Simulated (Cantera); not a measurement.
Charge: 1 mol FeCl3, 1.5 mol H2O, 440 mol N2, equilibrated at 1102 °C and 0.133 bar.

Method: chemical equilibrium by Gibbs-energy minimisation in Cantera with the NASA 1993 tables (ideal gas, pure condensed phases). Candidate condensed phases: Fe, FeCl2, FeCl3, FeO, Fe(OH)2, Fe(OH)3, Fe2O3, Fe3O4, H2O, NH4Cl; 37 gas species. The numbers say what is thermodynamically allowed, not how fast it happens.

Base state: N2 0.993, HCl 0.00501, H2O 0.000881, FeCl2 0.000774, O2 0.000255, Cl 0.000181, NO 2.46e-5 (mole fractions); condensed: Fe3O4(s).

Problem. What changes in the equilibrium state with this change: H2O from 1.5 to 0.12 mol?

Solution. 
| species | before | after |
|---|---|---|
| N2 | 0.993 | 0.996 |
| FeCl2 | 0.000774 | 0.00216 |
| Cl | 0.000181 | 0.00107 |
| HCl | 0.00501 | 0.000543 |
| H2O | 0.000881 | 2.11e-7 |
| Cl2 | 8.00e-6 | 0.000278 |
| FeCl3 | 6.03e-6 | 9.92e-5 |
| Fe3O4(s), mol | 0.218 | 0 |
